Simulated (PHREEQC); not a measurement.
1 kg of water holding 5 mmol/kgw KCl, 7.5 mmol/kgw Na2CO3, 3.9 mmol/kgw NaCl, 1.2 mmol/kgw Na2B4O7 and 36 mmol/kgw Na2SO4 is evaporated at 30 °C; the solids stay in contact with the brine. CO2 is held at log p = -3.4 (atm). The run lets Arcanite, Burkeite, Glaserite, Halite, Kalicinite, Mirabilite, Misenite, Nahcolite, Natron, Sylvite, Thenardite, Trona, Borax, Boric_acid,s, KB5O8:4H2O, K2B4O7:4H2O, NaBO2:4H2O, NaB5O8:5H2O, Teepleite precipitate or redissolve, and no other solid.

The series has 28 steps of water left (kg), from 0.9999 to 0.005005.

All values are PHREEQC results (Pitzer model, pitzer.dat), not measurements.

Problem. Which solids form, in which order, and at which step of the series does each first stand?

Solution. Thenardite from water left = 0.01106 kg (pH 9.77); Borax from water left = 0.009092 kg (pH 9.82); Glaserite from water left = 0.005005 kg (pH 9.93); Trona from water left = 0.005005 kg (pH 9.93).

Species that the database lacks are ignored.
